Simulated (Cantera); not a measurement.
A perfectly stirred reactor is fed with 11.1 % CH₄, 24.5 % O₂, 64.4 % N₂, equivalence ratio 0.91, at 4.93 atm; it is adiabatic with a 500 K inlet, and is followed from long to short residence time, starting on the burning branch (τ in s: 0.12, 0.049, 0.02, 0.0084, 0.0035, 0.0014, 0.0006, 0.00025, 0.0001, 4.2e-05, 1.7e-05, 7.2e-06).

Model: GRI-Mech 3.0 (53 species, 325 reactions), integrated in Cantera.

Q: Predict: blow-out, bracketed by the residence times tried; x(CH₄) at τ = 0.120 s; x(O₂) at τ = 0.120 s; x(NO) at τ = 0.120 s; x(CH₃) at τ = 0.120 s; x(H) at τ = 0.120 s; x(CH₄) at τ = 0.600 ms; x(O₂) at τ = 0.600 ms; x(NO) at τ = 0.600 ms; x(CH₃) at τ = 0.600 ms; x(H) at τ = 0.600 ms.

A: 
- blow-out, bracketed by the residence times tried = burning at 17.0 µs, out at 7.20 µs
- x(CH₄) at τ = 0.120 s = 2.17e-7
- x(O₂) at τ = 0.120 s = 0.0245
- x(NO) at τ = 0.120 s = 0.00749
- x(CH₃) at τ = 0.120 s = 1.36e-7
- x(H) at τ = 0.120 s = 0.000972
- x(CH₄) at τ = 0.600 ms = 3.55e-5
- x(O₂) at τ = 0.600 ms = 0.0293
- x(NO) at τ = 0.600 ms = 0.00132
- x(CH₃) at τ = 0.600 ms = 2.16e-5
- x(H) at τ = 0.600 ms = 0.00143
